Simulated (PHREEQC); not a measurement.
Solution (17 °C): 0.28 mol/kgw HF, 0.0053 mol/kgw (CH3)4NF, 0.018 mol/kgw (NH4)2SiF6 and 0.013 mol/kgw H2SO4. It is in equilibrium with CO2 at log p = -2 (atm). Otherwise closed; pH follows from the charge balance.

Equilibrium calculation in PHREEQC: ion-association model, phreeqc.dat.

- pH = 1.56
- ionic strength = 0.0971 mol/kgw
- activity of water = 0.994
- density = 1.004 g/cm³
- total alkalinity = -378 meq/kg

```
species   molality  activity   log γ
--------  --------  --------  ------
HF           0.258     0.264   0.010
NH4+        0.0350    0.0263  -0.125
H+          0.0330    0.0273  -0.082
SiF6-2      0.0180   0.00691  -0.416
F-         0.00967   0.00741  -0.116
HF2-       0.00890   0.00699  -0.105
HSO4-      0.00628   0.00493  -0.105
SO4-2      0.00577   0.00220  -0.419
(CH3)4N+   0.00530   0.00410  -0.111
NH4SO4-   0.000947  0.000744  -0.105
CO2       0.000419  0.000429   0.010
HCO3-      7.77e-9   6.16e-9  -0.101
(CO2)2     2.50e-9   2.55e-9   0.010
```

Precipitation was switched off in this run. Complexes and solids missing from the database can't appear. (CH3)4N+ isn't in the database: it is added as a free cation with an ion size of 4 Å. SiF6-2 is the database's only silicon fluoride.
